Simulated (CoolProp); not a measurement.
A single-stage vapour-compression cycle with n-butane: evaporating at 297.15 K (dew point), condensing at 343.15 K (bubble point), superheat 2 K, subcooling 8 K, compressor efficiency 0.8, no pressure losses. Each further row changes one setting.

Computed with CoolProp (reference Helmholtz-energy equation of state, Bücker 2006).

| case | cooling COP | pressure ratio | discharge temperature (K) | refrigerating effect (kJ/kg) | volumetric capacity (kJ/m³) |
|---|---|---|---|---|---|
| as stated | 4.37 | 3.43 | 343.5 | 269 | 1600 |
| evaporating temperature 302.15 K | … | 2.94 | 343.4 | … | 1900 |
| condensing temperature 338.15 K | 5.06 | 3.05 | … | 282 | 1680 |
| subcooling 13 K | 4.59 | 3.43 | 343.5 | 282 | 1680 |
| superheat 12 K | 4.45 | 3.43 | 353.2 | … | 1630 |
| compressor efficiency 0.7 | … | 3.43 | … | 269 | 1600 |

Question: Fill in the missing entries.

Answer: 
- evaporating temperature 302.15 K, cooling COP: 5.11
- evaporating temperature 302.15 K, refrigerating effect (kJ/kg): 276
- condensing temperature 338.15 K, discharge temperature (K): 339.0
- superheat 12 K, refrigerating effect (kJ/kg): 287
- compressor efficiency 0.7, cooling COP: 3.82
- compressor efficiency 0.7, discharge temperature (K): 347.6
